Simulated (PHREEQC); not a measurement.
A solution holds 0.29 mol H2SO4, 0.036 mol Li2SO4 and 0.022 mol Fe2(SO4)3 per kg of water, at 25 °C. Closed to the air; pH follows from the charge balance.

Model: ion-association model, wateq4f.dat, run in PHREEQC.

* **pH**: 0.69
* **ionic strength**: 0.470 mol/kgw
* **activity of water**: 0.988
* **total alkalinity**: -668 meq/kg

| species | molality | activity | log γ |
|---|---|---|---|
| HSO4- | 0.295 | 0.198 | -0.174 |
| H+ | 0.263 | 0.202 | -0.116 |
| Li+ | 0.0689 | 0.0489 | -0.149 |
| SO4-2 | 0.0478 | 0.0101 | -0.677 |
| FeHSO4+2 | 0.0221 | 0.00635 | -0.542 |
| FeSO4+ | 0.0172 | 0.0118 | -0.165 |
| Fe(SO4)2- | 0.00354 | 0.00259 | -0.136 |
| LiSO4- | 0.00314 | 0.00215 | -0.165 |
| Fe+3 | 0.00117 | 0.000106 | -1.040 |
| FeOH+2 | 1.53e-5 | 3.36e-6 | -0.658 |
| Fe2(OH)2+4 | 4.49e-8 | 3.05e-10 | -2.168 |
| Fe(OH)2+ | 7.84e-9 | 5.45e-9 | -0.158 |

Precipitation was switched off in this run. Saturation is exceeded, for instance for Hematite (slow to form); the values hold only as long as no solid forms.
